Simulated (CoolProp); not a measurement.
Vapour-liquid equilibrium of propane (1) + n-butane (2) at 42.95 °C; x and y are mole fractions of (1).

Model: multi-fluid Helmholtz-energy mixture model, Lemmon 2009 and Bücker 2006; pair parameters Kunz 2012, in CoolProp.

Question: Give the bubble pressure and the first vapour's composition at x = 0.35, 0.65, 0.95. Is there an azeotrope?

Answer: x = 0.35: 745.3 kPa, y = 0.605; x = 0.65: 1059 kPa, y = 0.835; x = 0.95: 1403 kPa, y = 0.980. No azeotrope shows between x = 0.05 and 0.95.

Pair parameters are fitted to limited data, so mixtures are less certain than the pure fluids.
